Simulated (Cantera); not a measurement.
Reactions in the system C-O-S

Source: NASA polynomial tables (part measured, part estimated), evaluated in Cantera. Values are per mole of reaction as written; species without (g) are pure solids or liquids, kept so even where they would boil at 1 bar.

2 SO2(g) + 2 C → 2 COS(g) + O2(g)

```json
[
 {"T (K)": "300", "ΔH° (kJ)": "316.9", "ΔS° (J/K)": "160.5", "ΔG° (kJ)": "268.7", "log10 K": "-46.79"},
 {"T (K)": "523", "ΔH° (kJ)": "319.2", "ΔS° (J/K)": "166.6", "ΔG° (kJ)": "232.1", "log10 K": "-23.18"},
 {"T (K)": "573", "ΔH° (kJ)": "319.5", "ΔS° (J/K)": "167.1", "ΔG° (kJ)": "223.7", "log10 K": "-20.40"},
 {"T (K)": "623", "ΔH° (kJ)": "319.6", "ΔS° (J/K)": "167.3", "ΔG° (kJ)": "215.4", "log10 K": "-18.06"},
 {"T (K)": "673", "ΔH° (kJ)": "319.7", "ΔS° (J/K)": "167.4", "ΔG° (kJ)": "207.0", "log10 K": "-16.07"},
 {"T (K)": "723", "ΔH° (kJ)": "319.7", "ΔS° (J/K)": "167.5", "ΔG° (kJ)": "198.6", "log10 K": "-14.35"},
 {"T (K)": "773", "ΔH° (kJ)": "319.7", "ΔS° (J/K)": "167.4", "ΔG° (kJ)": "190.3", "log10 K": "-12.86"},
 {"T (K)": "823", "ΔH° (kJ)": "319.6", "ΔS° (J/K)": "167.3", "ΔG° (kJ)": "181.9", "log10 K": "-11.54"},
 {"T (K)": "873", "ΔH° (kJ)": "319.5", "ΔS° (J/K)": "167.2", "ΔG° (kJ)": "173.5", "log10 K": "-10.38"},
 {"T (K)": "923", "ΔH° (kJ)": "319.4", "ΔS° (J/K)": "167.1", "ΔG° (kJ)": "165.2", "log10 K": "-9.35"}
]
```

2 C + SO2(g) → 2 CO(g) + S

```csv
T (K),ΔH° (kJ),ΔS° (J/K),ΔG° (kJ),log10 K,condensed phases
300,75.8,167.9,25.5,-4.43,"C(graphite), S(s)"
523,83.3,186.5,-14.3,1.43,"C(graphite), S(l)"
573,84.3,188.3,-23.6,2.16,"C(graphite), S(l)"
623,85.0,189.5,-33.1,2.77,"C(graphite), S(l)"
673,85.4,190.2,-42.6,3.30,"C(graphite), S(l)"
723,85.6,190.5,-52.1,3.76,"C(graphite), S(l)"
773,85.8,190.7,-61.6,4.16,"C(graphite), S(l)"
823,85.9,190.9,-71.2,4.52,"C(graphite), S(l)"
873,86.1,191.1,-80.7,4.83,"C(graphite), S(l)"
923,86.3,191.3,-90.3,5.11,"C(graphite), S(l)"
```

3 C + 2 SO3(g) → S2(g) + 3 CO2(g)

```
T (K)  ΔH° (kJ)  ΔS° (J/K)  ΔG° (kJ)  log10 K
-----  --------  ---------  --------  -------
300      -260.6      339.0    -362.3    63.08
523      -259.2      343.1    -438.6    43.80
573      -259.4      342.7    -455.7    41.54
623      -259.7      342.1    -472.9    39.65
673      -260.2      341.3    -489.9    38.03
723      -260.8      340.5    -507.0    36.63
773      -261.5      339.6    -524.0    35.41
823      -262.2      338.7    -540.9    34.33
873      -262.9      337.8    -557.9    33.38
923      -263.7      337.0    -574.7    32.52
```
